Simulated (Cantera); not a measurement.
## Hydrocarbon pyrolysis for carbon deposition

An isothermal, constant-pressure homogeneous reactor starts with 3.38 % CH4, 96.6 % N2, at 1598 K and 0.000500 bar.

Model: GRI-Mech 3.0 (53 species, 325 reactions), integrated in Cantera. GRI-Mech 3.0 stops at C3 and has no aromatics, soot or wall deposition, so with more carbon than oxygen in the feed, carbon stays in small species such as C2H2 where larger ones or solid carbon would form. Radical loss at walls, strong at low pressure, is not modelled.

| t (s) | x CH4 | x HCN | x H2 | x C2H4 | x CH2 | x H |
|---|---|---|---|---|---|---|
| 5.00e-6 | 0.0338 | <1e-12 | <1e-12 | <1e-12 | <1e-12 | 1.86e-10 |
| 1.81e-5 | 0.0338 | <1e-12 | 2.62e-12 | <1e-12 | <1e-12 | 6.71e-10 |
| 6.53e-5 | 0.0338 | <1e-12 | 3.40e-11 | <1e-12 | <1e-12 | 2.40e-9 |
| 0.000236 | 0.0338 | <1e-12 | 4.31e-10 | <1e-12 | <1e-12 | 8.37e-9 |
| 0.000854 | 0.0338 | <1e-12 | 5.18e-9 | <1e-12 | <1e-12 | 2.67e-8 |
| 0.00309 | 0.0338 | <1e-12 | 5.12e-8 | <1e-12 | <1e-12 | 6.38e-8 |
| 0.0112 | 0.0338 | <1e-12 | 3.30e-7 | 2.51e-12 | 1.72e-12 | 8.64e-8 |
| 0.0403 | 0.0338 | <1e-12 | 1.42e-6 | 1.91e-10 | 1.90e-11 | 8.72e-8 |
| 0.146 | 0.0338 | <1e-12 | 5.37e-6 | 1.03e-8 | 1.89e-10 | 8.81e-8 |
| 0.527 | 0.0338 | <1e-12 | 2.06e-5 | 4.97e-7 | 2.14e-9 | 1.02e-7 |
| 1.91 | 0.0336 | 1.35e-11 | 0.000122 | 2.17e-5 | 2.46e-8 | 2.91e-7 |
| 6.89 | 0.0313 | 2.84e-9 | 0.00260 | 0.000613 | 2.14e-7 | 3.80e-6 |
| 24.9 | 0.0157 | 2.82e-7 | 0.0255 | 0.000461 | 3.32e-7 | 3.25e-5 |
| 90.0 | 0.00352 | 2.10e-6 | 0.0438 | 2.69e-5 | 1.78e-7 | 7.51e-5 |
x: mole fraction; the columns are a selection and need not sum to one.

Equilibrium at this temperature and pressure: CH4 8.93e-8, HCN 0.0271, H2 0.0488, C2H4 7.63e-9, CH2 1.99e-10, H 0.000529 (gas phase only).
